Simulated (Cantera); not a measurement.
Input (Python, Cantera):

```python
import numpy as np
import cantera as ct

gas = ct.Solution("gri30.yaml")
gas.TPX = 1775, 2300000, {'CH4': 1, 'C2H6': 0.29, 'C3H8': 0.034, 'O2': 1.59, 'N2': 11.8}
reactor = ct.IdealGasConstPressureReactor(gas, energy="on", clone=False)
net = ct.ReactorNet([reactor])
net.rtol, net.atol = 1e-08, 1e-16
show = ['CH4', 'C2H6', 'C3H8', 'HCN', 'CH3', 'N2O']
times = np.geomspace(3e-06, 7, 14)

steps = ct.SolutionArray(gas, extra=["t"])
rows = []
print(f"{'t/s':>10s}{'T/K':>9s}{'P/Pa':>11s}" + "".join(f"{s:>11s}" for s in show))
for t in times:
    while net.time < t:
        t_next = net.step()
        steps.append(gas.state, t=t_next)
    rows.append([np.interp(t, steps.t, y) for y in (steps.T, steps.P, *steps(*show).X.T)])
    print(f"{t:10.3e}{rows[-1][0]:9.1f}{rows[-1][1]:11.4g}" + "".join(f"{x:11.3e}" for x in rows[-1][2:]))
rate = np.gradient(steps.T, steps.t)
print("integrator steps:", len(steps.t))
if steps.T.max() > steps.T[0] + 200:
    print(f"time of steepest temperature rise: {steps.t[rate.argmax()]:.4e} s")
gas.TPX = 1775, 2300000, {'CH4': 1, 'C2H6': 0.29, 'C3H8': 0.034, 'O2': 1.59, 'N2': 11.8}
gas.equilibrate("HP")
print(f"equilibrium (HP): T = {gas.T:.1f} K  " + "  ".join(f"{s} {gas[s].X[0]:.3e}" for s in show))
```

Result:

```
       t/s      T/K       P/Pa        CH4       C2H6       C3H8        HCN        CH3        N2O
 3.000e-06   1844.9    2.3e+06  5.315e-02  6.030e-03  3.327e-04  1.071e-08  2.383e-03  9.703e-08
 9.268e-06   2507.3    2.3e+06  2.260e-03  1.871e-06  1.223e-09  9.334e-05  8.477e-04  2.260e-08
 2.863e-05   2502.8    2.3e+06  9.343e-04  2.312e-07  5.427e-11  1.443e-04  2.889e-04  2.439e-08
 8.844e-05   2494.6    2.3e+06  1.593e-04  6.005e-09  2.266e-13  1.160e-04  4.516e-05  4.636e-08
 2.732e-04   2492.9    2.3e+06  6.317e-08  6.947e-15  8.295e-22  1.579e-05  1.795e-08  4.459e-08
 8.440e-04   2493.6    2.3e+06  2.242e-09  1.656e-18  2.792e-27  3.337e-06  6.448e-10  1.818e-08
 2.607e-03   2494.0    2.3e+06  2.136e-09  1.519e-18  2.491e-27  1.712e-06  6.152e-10  1.184e-08
 8.054e-03   2494.0    2.3e+06  2.127e-09  1.508e-18  2.467e-27  1.516e-06  6.127e-10  1.131e-08
 2.488e-02   2494.0    2.3e+06  2.127e-09  1.508e-18  2.467e-27  1.516e-06  6.127e-10  1.131e-08
 7.686e-02   2494.0    2.3e+06  2.127e-09  1.508e-18  2.467e-27  1.516e-06  6.127e-10  1.131e-08
 2.374e-01   2494.0    2.3e+06  2.127e-09  1.508e-18  2.467e-27  1.516e-06  6.127e-10  1.131e-08
 7.335e-01   2494.0    2.3e+06  2.127e-09  1.508e-18  2.467e-27  1.516e-06  6.127e-10  1.131e-08
 2.266e+00   2494.0    2.3e+06  2.127e-09  1.508e-18  2.467e-27  1.516e-06  6.127e-10  1.131e-08
 7.000e+00   2494.0    2.3e+06  2.127e-09  1.508e-18  2.467e-27  1.516e-06  6.127e-10  1.131e-08
integrator steps: 1609
time of steepest temperature rise: 5.5628e-06 s
equilibrium (HP): T = 2494.0 K  CH4 2.372e-09  C2H6 1.819e-18  C3H8 3.128e-27  HCN 1.516e-06  CH3 6.834e-10  N2O 1.131e-08
```

Cantera simulation using GRI-Mech 3.0 (53 species, 325 reactions); the numbers are that mechanism's predictions, not measurements. The pressure lies above the range GRI-Mech 3.0 was tuned for (to about 10 atm).
